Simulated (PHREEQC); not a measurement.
Make-up at 15 °C: 0.055 mmol/kgw CaSO4, 16 mmol/kgw Na2HPO4 and 77 mmol/kgw NaCl. Closed to the air; pH follows from the charge balance.

Equilibrium calculation in PHREEQC: ion-association model, wateq4f.dat.

Each row changes one thing in this solution. No solid was allowed to form.

```tsv
case	pH	ionic strength (mol/kgw)	HPO4-2 (mol/kgw)	NaHPO4- (mol/kgw)	H2PO4- (mol/kgw)	PO4-3 (mol/kgw)	SI of Halite (NaCl)
as made	9.19	0.123	0.0147	0.00110	7.50e-5	3.02e-5	-3.87
0.0023 mol/kgw H3PO4 added	7.34	0.121	0.0127	0.000956	0.00460	3.65e-7	-3.87
Na2HPO4 from 0.016 to 0.08 mol/kgw	9.21	0.300	0.0711	0.00837	0.000275	0.000222	-3.62
temperature from 15 to 5 °C	9.27	0.123	0.0147	0.00112	6.71e-5	2.85e-5	-3.85
temperature from 15 to 80 °C	8.59	0.123	0.0148	0.000967	0.000196	2.79e-5	-4.03
CaSO4 left out	9.33	0.123	0.0148	0.00111	5.45e-5	4.18e-5	-3.87
temperature from 15 to 50 °C	8.87	0.123	0.0148	0.00104	0.000122	3.09e-5	-3.96
```

Some of these states are supersaturated (in Hydroxyapatite, for instance). H3PO4, which wateq4f.dat lacks, is added to it with the constant of phreeqc.dat. Constants without temperature data keep their 25 °C values here.
